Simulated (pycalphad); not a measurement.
An equivalent pycalphad script:

```python
from pycalphad import Database, equilibrium, calculate, variables as v
import numpy as np
db = Database('COST507.tdb')
comps = ['TI', 'HF', 'B', 'VA']
phases = ['B2M', 'B2TI', 'B4M3', 'B4TI3', 'BCC_A2', 'BETA_RHOMBO_B', 'BM', 'BTI', 'HCP_A3', 'LIQUID']
eq = equilibrium(db, comps, phases, {v.X('HF'): 0.0129, v.X('B'): 0.0438, v.T: np.arange(2850, 499, -50), v.P: 101325, v.N: 1}, output=['HM', 'SM'])
```

All values are pycalphad results on the COST 507 light-alloy database (1999) (1 atm), not direct measurements. These are 1990s assessments: newer ones move some temperatures and phases. Amounts are mole fractions of atoms. Kinetics are ignored, which matters at the lower temperatures.

Results at three of the temperatures:

```
T = 2600.00 K, P = 101325 Pa, N = 1 mol of atoms
G = -196692 J/mol, H = 95378 J/mol, S = 112.33 J/(mol K)  (SER reference)
chemical potentials (J/mol): Ti -190872, Hf -325008, B -284262
phase             fraction      x(Ti)      x(Hf)       x(B)
LIQUID              1.0000     0.9433     0.0129     0.0438
```

```
T = 1650.00 K, P = 101325 Pa, N = 1 mol of atoms
G = -100519 J/mol, H = 37634 J/mol, S = 83.73 J/(mol K)  (SER reference)
chemical potentials (J/mol): Ti -94938, Hf -179375, B -197477
phase             fraction      x(Ti)      x(Hf)       x(B)
BCC_A2              0.9161     0.9840     0.0140     0.0020
BM                  0.0839     0.4988     0.0012     0.5000
```

```
T = 1450.00 K, P = 101325 Pa, N = 1 mol of atoms
G = -84188 J/mol, H = 31128 J/mol, S = 79.53 J/(mol K)  (SER reference)
chemical potentials (J/mol): Ti -78334, Hf -151564, B -190423
phase             fraction      x(Ti)      x(Hf)       x(B)
BCC_A2              0.9155     0.9843     0.0140     0.0017
BM                  0.0845     0.4990     0.0010     0.5000
```

Changes of the phase set, refined by bisection:

| T (°C) | phases above | phases below |
|---|---|---|
| 1578.9 | liquid | bcc + liquid |
| 1541.0 | bcc + liquid | bcc + BM |
| 872.9 | bcc + BM | bcc + BM + hcp |
| 869.6 | bcc + BM + hcp | BM + hcp |

Database names, with the compositions (at.%) that they take in these runs: BM: Ti 50 B 50. BCC_A2 is bcc.
